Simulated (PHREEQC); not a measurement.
## Acid mine or pickling water: speciation

A made-up water analysis in mg/kgw, 25 °C, pH 4.11, pe 9:

| constituent | mg/kgw |
|---|---|
| Na | 1830 |
| K | 143 |
| Ca | 2.12 |
| Mg | 26.6 |
| Cl | 944 |
| S(6) as SO4 | 2970 |
| Cu(2) | 160 |
| Zn | 11.2 |
| N(5) as NO3 | 1.69 |
| Fe(3) | 14.3 |
| Mn(2) | 0.931 |

Valence states are taken as typed.

All values are PHREEQC results (ion-association model, phreeqc.dat), not measurements.

Each row changes one thing in this solution. This is a speciation only: nothing precipitates in the calculation.

| case | ionic strength (mol/kgw) | Na+ (mol/kgw) | SO4-2 (mol/kgw) | NaSO4- (mol/kgw) | K+ (mol/kgw) | Cu+2 (mol/kgw) | SI of Fe(OH)3(a) (Fe(OH)3) | SI of Gypsum (CaSO4:2H2O) |
|---|---|---|---|---|---|---|---|---|
| as made | 0.111 | 0.0761 | 0.0254 | 0.00348 | 0.00344 | 0.00145 | +0.91 | -2.36 |
| all concentrations times 2 at the same typed pH | 0.213 | 0.149 | 0.0472 | 0.0101 | 0.00671 | 0.00267 | +1.11 | -2.01 |
| Mg from 26.6 to 79.8 mg/kgw | 0.111 | 0.0762 | 0.0246 | 0.00337 | 0.00345 | 0.00147 | +0.92 | -2.37 |
| N(5) from 1.69 to 0.845 mg/kgw | 0.111 | 0.0761 | 0.0254 | 0.00348 | 0.00344 | 0.00145 | +0.91 | -2.36 |

Some of these states are supersaturated (in Jarosite-K, Fe(OH)3(a), for instance).
